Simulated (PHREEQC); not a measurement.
3.3 g of hydrous ferric oxide (600 m²/g; 0.2 weak and 0.005 strong sites per Fe, Dzombak-Morel constants, diffuse double layer) in 1 kg of water with 0.005 mol/kgw of an inert sodium salt and 0.00011 mol/kgw MnCl2, at 25 °C; the pH is set by adding NaOH or the inert anion's acid. The system is closed to oxygen. CO2 from the air is kept out. Precipitation was switched off in this run.

Model: ion-association model, wateq4f.dat, run in PHREEQC.

```
pH     Mn sorbed (%)  surface charge σ (C/m²)  surface potential ψ (mV)
-----  -------------  -----------------------  ------------------------
3                0.0                    0.320                       206
3.67             0.0                    0.243                       197
4.33             0.1                    0.162                       179
5                0.8                    0.098                       156
5.67            10.8                    0.054                       129
6.33            58.1                    0.028                        98
7               94.8                    0.013                        63
7.67            99.7                    0.005                        26
8.33           100.0                   -0.002                       -11
9              100.0                   -0.009                       -48
9.67           100.0                   -0.022                       -84
10.33          100.0                   -0.043                      -117
11             100.0                   -0.084                      -145
```

The oxide is taken as insoluble; below pH 4 it would dissolve.
